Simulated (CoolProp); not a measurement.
Vapour-liquid equilibrium of isobutene (1) + n-octane (2) at 288.1 K; x and y are mole fractions of (1).

Computed with CoolProp (multi-fluid Helmholtz-energy mixture model, Lemmon 2005 and Beckmüller 2019; pair parameters Bell 2016).

```
x     bubble pressure, mixture model (bar)  bubble pressure, Raoult's law (bar)  y, mixture model  y, Raoult's law
----  ------------------------------------  -----------------------------------  ----------------  ---------------
0.05                                0.1246                               0.1210             0.920            0.918
0.2                                      …                               0.4528                 …            0.982
0.35                                     …                               0.7846                 …            0.991
0.5                                  1.081                                1.116             0.994            0.995
0.65                                     …                                1.448             0.997            0.997
0.8                                      …                                1.780             0.999            0.999
0.95                                     …                                2.112             1.000            1.000
```

**Question.** What belongs in the gaps?

**Answer.** 
- 0.2, bubble pressure, mixture model (bar): 0.4456
- 0.2, y, mixture model: 0.980
- 0.35, bubble pressure, mixture model (bar): 0.7592
- 0.35, y, mixture model: 0.990
- 0.65, bubble pressure, mixture model (bar): 1.414
- 0.8, bubble pressure, mixture model (bar): 1.755
- 0.95, bubble pressure, mixture model (bar): 2.104

The largest gap from Raoult's law is -3.2 % in bubble pressure, at x = 0.35. No azeotrope shows between x = 0.05 and 0.95.

Pair parameters are fitted to limited data, so mixtures are less certain than the pure fluids. The gap from Raoult's law changes sign with composition, which may be real or a fault of the pair parameters; it wasn't checked against measurements.
